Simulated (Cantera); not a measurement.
Charge: 1 mol Si₂H₆, 0.2 mol O₃, 7 mol N₂O, at 1748 K and 133 Pa.

Method: chemical equilibrium by Gibbs-energy minimisation in Cantera with the NASA 1993 tables (ideal gas, pure condensed phases). Candidate condensed phases: H₂O, Si, SiO₂, Si₂N₂O, Si₃N₄; 35 gas species. The feed counts by its element totals alone. The tables hold silica as quartz up to 1696 K and as liquid above; real silica turns to tridymite and cristobalite and melts near 1996 K. Rates play no part.

Base state: N₂ 0.678, H₂O 0.288, O₂ 0.0285, OH 0.00269, H₂ 0.00153, NO 0.00118, O 0.000339, H 0.000245 (mole fractions); condensed: SiO₂(condensed).

**Question.** What changes in the equilibrium state with this change: temperature from 1748 K to 1473.15 K?

**Answer.** 
```json
[
 {"species": "N₂", "before": "0.678", "after": "0.679"},
 {"species": "H₂O", "before": "0.288", "after": "0.291"},
 {"species": "O₂", "before": "0.0285", "after": "0.0289"},
 {"species": "OH", "before": "0.00269", "after": "0.000335"},
 {"species": "H", "before": "0.000245", "after": "2.72e-6"},
 {"species": "O", "before": "0.000339", "after": "1.30e-5"},
 {"species": "H₂", "before": "0.00153", "after": "6.15e-5"},
 {"species": "NO", "before": "0.00118", "after": "0.000369"},
 {"species": "SiO₂(condensed), mol", "before": "2.00", "after": "0"},
 {"species": "SiO₂(β-quartz), mol", "before": "0", "after": "2.00"}
]
```
